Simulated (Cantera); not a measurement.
Mixture: 3.03 % CH₄, 0.454 % C₂H₆, 0.333 % C₃H₈, 21.2 % O₂, 72.1 % N₂, 2.94 % H₂O, equivalence ratio 0.44, at 39000 Pa, adiabatic and at constant volume. Ignition delay is the time to a rise of 400 K.

Model: GRI-Mech 3.0 (53 species, 325 reactions), integrated in Cantera.

### Question
Predict: delay at 1050 K; delay at 1150 K; delay at 1250 K; delay at 1350 K; apparent activation energy between 1300 and 1400 K.

### Answer
| Quantity | Value |
|---|---|
| delay at 1050 K | 47.0 ms |
| delay at 1150 K | 8.82 ms |
| delay at 1250 K | 2.24 ms |
| delay at 1350 K | 0.718 ms |
| apparent activation energy between 1300 and 1400 K | 160 kJ/mol |
